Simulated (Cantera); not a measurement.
# Catalytic combustion on Pt

An isothermal plug-flow reactor at 650 K and 150 Torr (inlet), inlet velocity 0.8 m/s, active area per volume 340 1/m; feed H₂ : O₂ : N₂ : H₂O = 0.01 : 0.11 : 0.79 : 0.022 (molar parts), equivalence ratio 0.045.

Detailed kinetics in Cantera: Deutschmann's 1995 Pt surface mechanism with GRI-Mech 3.0 gas chemistry. Catalytic surfaces can have several steady states; this one follows from the mechanism file's or the stated starting coverage. Mass transfer to the wall is taken as infinitely fast.

```csv
z (m),x H₂,x O₂,x H₂O,θ free Pt,θ O*,θ OH*
0.00017,0.00796,0.117,0.0264,0.117,0.876,0.00696
0.00037,0.00609,0.116,0.0283,0.0904,0.903,0.00632
0.0008,0.00403,0.115,0.0304,0.0605,0.934,0.00536
0.0017,0.00234,0.114,0.0321,0.0358,0.960,0.00425
0.0037,0.00119,0.114,0.0333,0.0194,0.977,0.00319
0.008,0.000539,0.114,0.0340,0.0109,0.987,0.00242
0.017,0.000195,0.113,0.0343,0.00727,0.991,0.00198
```
x: gas mole fraction; θ: surface coverage.
